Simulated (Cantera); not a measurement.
A closed system holds: 1 mol CH4, 2.4 mol H2, at 13300 Pa.

These are equilibrium values from Cantera (NASA tables, ideal gas, pure condensed phases), not measurements of a reactor. Candidate condensed phases: C, C6H6, C7H8, C8H18; 76 gas species. Rates play no part.

Problem. What share of the C ends up in condensed phases as a function of T (K), at 2725, 2750, 2775, 2800, 2825, 2850, 2875, 2900, 2925, 2950, 2975?

Solution. 
```json
[
 {"T (K)": "2725", "C condensed (%)": "78.7", "as": "C(graphite)"},
 {"T (K)": "2750", "C condensed (%)": "76.8", "as": "C(graphite)"},
 {"T (K)": "2775", "C condensed (%)": "74.8", "as": "C(graphite)"},
 {"T (K)": "2800", "C condensed (%)": "72.7", "as": "C(graphite)"},
 {"T (K)": "2825", "C condensed (%)": "70.4", "as": "C(graphite)"},
 {"T (K)": "2850", "C condensed (%)": "68.0", "as": "C(graphite)"},
 {"T (K)": "2875", "C condensed (%)": "65.4", "as": "C(graphite)"},
 {"T (K)": "2900", "C condensed (%)": "62.6", "as": "C(graphite)"},
 {"T (K)": "2925", "C condensed (%)": "59.6", "as": "C(graphite)"},
 {"T (K)": "2950", "C condensed (%)": "56.2", "as": "C(graphite)"},
 {"T (K)": "2975", "C condensed (%)": "52.6", "as": "C(graphite)"}
]
```
